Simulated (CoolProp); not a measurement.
Vapour-liquid equilibrium of isobutene (1) + n-octane (2) at 0.115 MPa; x and y are mole fractions of (1).

Values from CoolProp's multi-fluid Helmholtz-energy mixture model, Lemmon 2005 and Beckmüller 2019; pair parameters Bell 2016.

```json
[
 {"x": "0.05", "bubble temperature (K)": "371.7", "y at the bubble point": "0.617", "dew temperature at overall composition x (K)": "401.5", "liquid density (mol/L)": "5.693"},
 {"x": "0.125", "bubble temperature (K)": "340.4", "y at the bubble point": "0.885", "dew temperature at overall composition x (K)": "398.5", "liquid density (mol/L)": "6.152"},
 {"x": "0.2", "bubble temperature (K)": "322.2", "y at the bubble point": "0.951", "dew temperature at overall composition x (K)": "395.3", "liquid density (mol/L)": "6.531"},
 {"x": "0.275", "bubble temperature (K)": "310.5", "y at the bubble point": "0.975", "dew temperature at overall composition x (K)": "391.9", "liquid density (mol/L)": "6.884"},
 {"x": "0.35", "bubble temperature (K)": "301.9", "y at the bubble point": "0.985", "dew temperature at overall composition x (K)": "388.2", "liquid density (mol/L)": "7.233"},
 {"x": "0.425", "bubble temperature (K)": "295.4", "y at the bubble point": "0.991", "dew temperature at overall composition x (K)": "384.2", "liquid density (mol/L)": "7.590"},
 {"x": "0.5", "bubble temperature (K)": "290.1", "y at the bubble point": "0.994", "dew temperature at overall composition x (K)": "379.7", "liquid density (mol/L)": "7.962"},
 {"x": "0.575", "bubble temperature (K)": "285.6", "y at the bubble point": "0.996", "dew temperature at overall composition x (K)": "374.7", "liquid density (mol/L)": "8.354"},
 {"x": "0.65", "bubble temperature (K)": "281.8", "y at the bubble point": "0.997", "dew temperature at overall composition x (K)": "369.0", "liquid density (mol/L)": "8.768"},
 {"x": "0.725", "bubble temperature (K)": "278.6", "y at the bubble point": "0.998", "dew temperature at overall composition x (K)": "362.2", "liquid density (mol/L)": "9.208"},
 {"x": "0.8", "bubble temperature (K)": "275.7", "y at the bubble point": "0.999", "dew temperature at overall composition x (K)": "353.7", "liquid density (mol/L)": "9.678"},
 {"x": "0.875", "bubble temperature (K)": "273.1", "y at the bubble point": "0.999", "dew temperature at overall composition x (K)": "342.2", "liquid density (mol/L)": "10.18"},
 {"x": "0.95", "bubble temperature (K)": "270.8", "y at the bubble point": "1.000", "dew temperature at overall composition x (K)": "322.6", "liquid density (mol/L)": "10.72"}
]
```

No azeotrope shows between x = 0.05 and 0.95.

Pair parameters are fitted to limited data, so mixtures are less certain than the pure fluids.
